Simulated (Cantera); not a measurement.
A closed system holds: 1 mol SiH₂Cl₂, 0.036 mol Cl₂, 46 mol H₂, at 1.00 bar.

Equilibrium computed with Cantera from the NASA thermochemical tables; the gas is ideal and each condensed phase is pure. Candidate condensed phases: Si; 19 gas species. Kinetics and transport are ignored. All values below are at 825 K.

Base state: H₂ 0.986, SiHCl₃ 0.00677, SiCl₄ 0.00523, HCl 0.000943, SiH₂Cl₂ 0.000738, SiH₃Cl 1.89e-5 (mole fractions); condensed: Si(s).

Problem. What changes in the equilibrium state with this change: SiH₂Cl₂ replaced by Si₂Cl₆?

Solution. 
```tsv
species	before	after
H₂	0.986	0.962
SiCl₄	0.00523	0.0183
SiHCl₃	0.00677	0.0171
SiCl₃	7.70e-6	1.97e-5
SiH₂Cl₂	0.000738	0.00135
HCl	0.000943	0.00127
SiH₃Cl	1.89e-5	2.48e-5
Si(s), mol	0.395	0.262
```
The feed counts by its element totals alone. The tables' values for SiCl₃ are old estimates; treat these amounts as uncertain.
